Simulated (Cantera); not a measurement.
A closed system holds: 1 mol B₂H₆, a varied amount of O₂, at 600 °C and 4.13 Torr.

Equilibrium computed with Cantera from the NASA thermochemical tables; the gas is ideal and each condensed phase is pure. Candidate condensed phases: B, B₂O₃, B₃O₃H₃, H₂O; 23 gas species. The feed counts by its element totals alone. Gases not in the tables: H₃BO₃. Kinetics and transport are ignored.

x: gas mole fraction; n: condensed amount in mol.

```
n(O₂) (mol)      x H₂    x H₂O    x O₂  x (HBO₂)₃  x B₃O₃H₃    x HBO₂     x HBO  n B(s)  n B₂O₃(l)
-----------  --------  -------  ------  ---------  --------  --------  --------  ------  ---------
1               1.000  1.16e-9  <1e-12     <1e-12  0.000373  5.63e-10   3.11e-7   0.666      0.666
1.4             1.000  1.16e-9  <1e-12     <1e-12  0.000373  5.63e-10   3.11e-7   0.132      0.932
2               0.667    0.332  <1e-12        ___    <1e-12   9.50e-6  1.23e-11       0      0.996
2.9            0.0668    0.929  <1e-12        ___    <1e-12   1.59e-5    <1e-12       0      0.983
4.1          2.20e-11    0.729   0.269        ___    <1e-12   1.41e-5    <1e-12       0      0.984
5.9          1.13e-11    0.507   0.492        ___    <1e-12   1.17e-5    <1e-12       0      0.986
8.4          6.93e-12    0.356   0.643        ___    <1e-12   9.83e-6    <1e-12       0      0.989
```

### Question
Fill in the missing entries.

### Answer

- 2, x (HBO₂)₃: 0.000809
- 2.9, x (HBO₂)₃: 0.00379
- 4.1, x (HBO₂)₃: 0.00263
- 5.9, x (HBO₂)₃: 0.00152
- 8.4, x (HBO₂)₃: 0.000897
